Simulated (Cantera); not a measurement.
Input: 1 mol Pb, 0.18 mol CO, 13 mol H2, equilibrated at 1152 °C and 750 Torr.

Cantera equilibrium calculation (NASA polynomials, part measured and part estimated; ideal gas, pure solids and liquids). Candidate condensed phases: C, C6H6, C7H8, C8H18, H2O, Pb, PbO, PbO2, Pb3O4; 113 gas species. Rates play no part.

Base state: H2 0.975, CO 0.0131, Pb 0.0114, CH4 0.000374, H2O 0.000372 (mole fractions); condensed: Pb(l).

**Question.** What changes in the equilibrium state with this change: temperature from 1152 °C to 1252 °C?

**Answer.** 
| species | before | after |
|---|---|---|
| H2 | 0.975 | 0.955 |
| Pb | 0.0114 | 0.0311 |
| CO | 0.0131 | 0.0130 |
| CH4 | 0.000374 | 0.000194 |
| Pb2 | 2.90e-6 | 1.53e-5 |
| H | 6.73e-6 | 2.31e-5 |
| H2O | 0.000372 | 0.000193 |
| Pb(l), mol | 0.847 | 0.576 |
